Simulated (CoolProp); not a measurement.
Computed with CoolProp (reference Helmholtz-energy equation of state, Lemmon 2005). It is a short technical equation, of lower accuracy than the large ones.

Problem. For 1-butene, give the phase and the density (kg/m³), cv (kJ/(kg K)), speed of sound (m/s), expansivity (1/kK) at 111.55 °C and 1.3 MPa.

Solution. 
- 111.55 °C and 1.3 MPa: gas; density 27.5, cv 1.80, speed of sound 212, expansivity 4.80
